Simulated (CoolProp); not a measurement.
A Linde-Hampson liquefier for oxygen: isothermal reversible compression at 300 K from 1 atm to 20 MPa, throttling to 1 atm, return gas leaving the recuperator 10 K below the feed. Each further row changes one setting.

The numbers come from the reference Helmholtz-energy equation of state, Schmidt 1985 in CoolProp.

```json
[
 {"case": "as stated", "liquid yield per pass": "0.084", "compression work (kJ/kg of gas)": "405"},
 {"case": "high pressure 40 MPa", "liquid yield per pass": "0.136", "compression work (kJ/kg of gas)": "458"},
 {"case": "warm-end temperature 330 K", "liquid yield per pass": "0.060", "compression work (kJ/kg of gas)": "449"},
 {"case": "warm-end gap 15 K", "liquid yield per pass": "0.074", "compression work (kJ/kg of gas)": "405"}
]
```

Above 300 K oxygen's equation is extrapolated.
